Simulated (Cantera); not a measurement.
**Pyrogenic steam for wet oxidation**

An isothermal, constant-pressure homogeneous reactor starts with 11.8 % H₂, 18.8 % O₂, 69.4 % N₂, equivalence ratio 0.32, at 1400 K and 728 Torr.

Computed with Cantera and the H2/O2 subset of GRI-Mech 3.0, which has no nitrogen chemistry. The temperature is held fixed by assumption; the heat of reaction is taken as removed at once.

| t (s) | x H₂ | x O₂ | x HO₂ | x H | x H₂O₂ | x H₂O | x OH |
|---|---|---|---|---|---|---|---|
| 7.00e-5 | 0.00251 | 0.135 | 5.54e-5 | 0.00257 | 3.36e-6 | 0.119 | 0.00352 |
| 0.000289 | 0.000112 | 0.136 | 9.01e-6 | 2.05e-5 | 6.48e-7 | 0.125 | 0.000692 |
| 0.00119 | 7.76e-6 | 0.137 | 9.75e-7 | 4.98e-7 | 1.22e-7 | 0.126 | 0.000205 |
| 0.00492 | 1.06e-6 | 0.137 | 1.78e-7 | 3.12e-8 | 2.70e-8 | 0.126 | 8.19e-5 |
| 0.0203 | 2.52e-7 | 0.137 | 7.85e-8 | 3.97e-9 | 7.90e-9 | 0.126 | 4.05e-5 |
| 0.0837 | 1.58e-7 | 0.137 | 7.28e-8 | 1.99e-9 | 5.14e-9 | 0.126 | 3.14e-5 |
| 0.345 | 1.57e-7 | 0.137 | 7.28e-8 | 1.97e-9 | 5.11e-9 | 0.126 | 3.13e-5 |
| 1.42 | 1.57e-7 | 0.137 | 7.28e-8 | 1.97e-9 | 5.11e-9 | 0.126 | 3.13e-5 |
| 5.88 | 1.57e-7 | 0.137 | 7.28e-8 | 1.97e-9 | 5.11e-9 | 0.126 | 3.13e-5 |
| 24.2 | 1.57e-7 | 0.137 | 7.28e-8 | 1.97e-9 | 5.11e-9 | 0.126 | 3.13e-5 |
| 100 | 1.57e-7 | 0.137 | 7.28e-8 | 1.97e-9 | 5.11e-9 | 0.126 | 3.13e-5 |
x: mole fraction; the columns are a selection and need not sum to one.

Equilibrium at this temperature and pressure: H₂ 1.57e-7, O₂ 0.137, HO₂ 7.28e-8, H 1.97e-9, H₂O₂ 5.11e-9, H₂O 0.126, OH 3.13e-5 (gas phase only).
